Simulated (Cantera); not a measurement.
An isothermal, constant-pressure homogeneous reactor starts with 3.85 % H2, 96.2 % O2, equivalence ratio 0.020, at 1000 K and 0.0267 bar.

Detailed kinetics in Cantera: the H2/O2 subset of GRI-Mech 3.0, which has no nitrogen chemistry. Radical loss at walls, strong at low pressure, is not modelled. The temperature is held fixed by assumption; the heat of reaction is taken as removed at once.

x: mole fraction; the columns are a selection and need not sum to one.

```json
[
 {"t (s)": "0.000200", "x H2": "0.0385", "x O2": "0.962", "x H2O": "9.95e-11", "x O": "1.32e-10", "x OH": "8.00e-11"},
 {"t (s)": "0.000632", "x H2": "0.0385", "x O2": "0.962", "x H2O": "2.94e-9", "x O": "2.17e-9", "x OH": "…"},
 {"t (s)": "0.00200", "x H2": "0.0385", "x O2": "0.962", "x H2O": "3.36e-6", "x O": "2.17e-6", "x OH": "…"},
 {"t (s)": "0.00632", "x H2": "0.00147", "x O2": "0.947", "x H2O": "0.0343", "x O": "0.0109", "x OH": "…"},
 {"t (s)": "0.0200", "x H2": "0.000114", "x O2": "0.959", "x H2O": "0.0388", "x O": "0.00198", "x OH": "…"},
 {"t (s)": "0.0632", "x H2": "1.22e-5", "x O2": "0.960", "x H2O": "0.0391", "x O": "0.000227", "x OH": "…"},
 {"t (s)": "0.200", "x H2": "1.23e-6", "x O2": "0.961", "x H2O": "0.0392", "x O": "2.60e-5", "x OH": "…"},
 {"t (s)": "0.632", "x H2": "1.39e-7", "x O2": "0.961", "x H2O": "0.0392", "x O": "3.80e-6", "x OH": "…"},
 {"t (s)": "2.00", "x H2": "2.12e-8", "x O2": "0.961", "x H2O": "0.0392", "x O": "7.37e-7", "x OH": "…"},
 {"t (s)": "6.32", "x H2": "4.42e-9", "x O2": "0.961", "x H2O": "0.0392", "x O": "1.76e-7", "x OH": "…"},
 {"t (s)": "20.0", "x H2": "1.11e-9", "x O2": "0.961", "x H2O": "0.0392", "x O": "4.72e-8", "x OH": "…"},
 {"t (s)": "63.2", "x H2": "3.10e-10", "x O2": "0.961", "x H2O": "0.0392", "x O": "1.36e-8", "x OH": "…"},
 {"t (s)": "200", "x H2": "9.33e-11", "x O2": "0.961", "x H2O": "0.0392", "x O": "4.17e-9", "x OH": "…"}
]
```

Q: Complete the blanks.

A: 
- 0.000632, x OH: 1.07e-9
- 0.00200, x OH: 1.05e-6
- 0.00632, x OH: 0.00158
- 0.0200, x OH: 0.000396
- 0.0632, x OH: 0.000125
- 0.200, x OH: 4.30e-5
- 0.632, x OH: 1.66e-5
- 2.00, x OH: 7.33e-6
- 6.32, x OH: 3.57e-6
- 20.0, x OH: 1.85e-6
- 63.2, x OH: 9.92e-7
- 200, x OH: 5.48e-7
